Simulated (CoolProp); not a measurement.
A simple Rankine cycle with chlorine: condensing at 295.15 K, boiler at 1.74 MPa, turbine inlet 336.6 K, turbine efficiency 0.6, pump efficiency 0.7, no recuperator. Each further row changes one setting.

The numbers come from the reference Helmholtz-energy equation of state, Thol 2021 in CoolProp.

```tsv
case	thermal efficiency (%)	net work (kJ/kg)	heat in (kJ/kg)	turbine exit temperature (K)	volume ratio over the turbine
as stated	5.9	15.3	258	295.1	2.25
turbine inlet 356.6 K	6.1	16.5	272	303.8	2.18
condensing temperature 287.15 K	7.2	19.1	266	287.1	2.78
boiler pressure 1.22 MPa	3.8	10.1	267	306.0	1.60
turbine efficiency 0.5	4.9	12.6	258	295.1	2.28
```

The expansion ends wet for: as stated; condensing temperature 287.15 K; turbine efficiency 0.5.
